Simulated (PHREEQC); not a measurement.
Ca(OH)2 is added in steps, without added water, to 1 kg of water holding 0.18 mol Cu(NO3)2, 0.0046 mol H2SO4 and 0.00058 mol KCl, at 25 °C. Oxygen alone is held at its pressure in air (log pO2 = -0.68). CO2 from the air is kept out. The run lets Gypsum, Portlandite, Tenorite, Brochantite, Antlerite, Atacamite, Cu2(OH)3NO3, Chalcanthite precipitate or redissolve, and no other solid.

Base run: PHREEQC, ion-association model, wateq4f.dat. Each further column changes one thing. The table gives pH.

```
Ca(OH)2 added (mol)   base  metal-ligand complexes left out  all activity coefficients set to 1  Debye-Hückel limiting law
-------------------  -----  -------------------------------  ----------------------------------  -------------------------
0                     2.17                             2.19                                2.04                       2.42
0.1833                5.79                             5.95                                5.56                       6.02
0.3667               12.07                            12.07                               11.78                      12.58
0.55                 12.07                            12.07                               11.78                      12.58
0.7333               12.07                            12.07                               11.78                      12.58
0.9167               12.07                            12.07                               11.78                      12.58
1.1                  12.07                            12.07                               11.78                      12.58
```

The database's constant for dissolved Cu(OH)2 is higher than later reviews accept. The ionic strength passes 0.7 mol/kgw, the rough limit of the ion-association models, in part of: Debye-Hückel limiting law.
